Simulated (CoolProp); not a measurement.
Carbonyl sulfide at 431.85 K and 1.49 MPa is throttled through a valve to 0.833 MPa with no heat exchange. Each further row changes one setting.

Model: reference Helmholtz-energy equation of state, Lemmon 2006, in CoolProp. It is a short technical equation, of lower accuracy than the large ones.

| case | temperature change (K) | final density (kg/m³) |
|---|---|---|
| as stated | ___ | ___ |
| outlet pressure 0.25 MPa | ___ | ___ |
| outlet pressure 1.08 MPa | -3.6 | ___ |

**Question.** Complete the blanks.

**Answer.** 
- as stated, temperature change (K): -5.8
- as stated, final density (kg/m³): 14.6
- outlet pressure 0.25 MPa, temperature change (K): -11.0
- outlet pressure 0.25 MPa, final density (kg/m³): 4.33
- outlet pressure 1.08 MPa, final density (kg/m³): 19.0
